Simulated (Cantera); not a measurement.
Ignition delay

Mixture: CO : H₂ : O₂ : N₂ = 1 : 0.039 : 1.15 : 3.69 (molar parts), equivalence ratio 0.45, at 11.0 bar, adiabatic and at constant volume. Ignition delay is the time to a rise of 400 K.

Detailed kinetics in Cantera: GRI-Mech 3.0 (53 species, 325 reactions). The hydrogen kinetics of GRI-Mech 3.0 are dated; newer H2 mechanisms differ, most at raised pressure. Where the delays flatten at high temperature, the 400 K rule measures the pace of heat release, not the induction time.

| T0 (K) | delay (ms) |
|---|---|
| 1200 | 0.119 |
| 1300 | 0.0331 |
| 1400 | 0.0165 |
| 1500 | 0.0110 |
| 1600 | 0.00847 |
| 1700 | 0.00711 |
| 1800 | 0.00632 |
| 1900 | 0.00585 |
| 2000 | 0.00559 |
| 2100 | 0.00548 |
